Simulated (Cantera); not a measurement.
## Equilibrium for silicon nitride deposition: SiH₂Cl₂ + N₂

A closed system holds: 1 mol SiH₂Cl₂, 1 mol N₂.

Cantera equilibrium calculation (NASA polynomials, part measured and part estimated; ideal gas, pure solids and liquids). Candidate condensed phases: NH₄Cl, Si, Si₃N₄; 28 gas species. N₂ is the only nitrogen source here; it is nearly inert below about 1500 K, so the nitride shown seldom forms there in practice. Mutual solubility and eutectic melting of coexisting phases are not modelled. The tables' values for SiCl₃ are old estimates. Rates play no part.

Map the stable condensed phases over T = 1023, 1098, 1173, 1248, 1323, 1398, 1473, 1548, 1623, 1698, 1773, 1848, 1923 K and P in Pa = 5, 26, 140, 710, 3700, 19000, 100000.


```
T in K \ P in Pa
              5     26    140    710   3700  19000 100000
   1923       A      B      B      B      B      C      D
   1848       A      B      B      B      B      D      D
   1773       B      B      B      B      D      D      D
   1698       B      B      B      D      D      D      D
   1623       B      B      C      D      D      D      D
   1548       B      B      D      D      D      D      D
   1473       B      D      D      D      D      D      D
   1398       D      D      D      D      D      D      D
   1323       D      D      D      D      D      D      D
   1248       D      D      D      D      D      D      D
   1173       D      D      D      D      D      D      D
   1098       D      D      D      D      D      D      D
   1023       D      D      D      D      D      D      D
```
A: gas only; B: Si; C: Si + Si₃N₄; D: Si₃N₄.
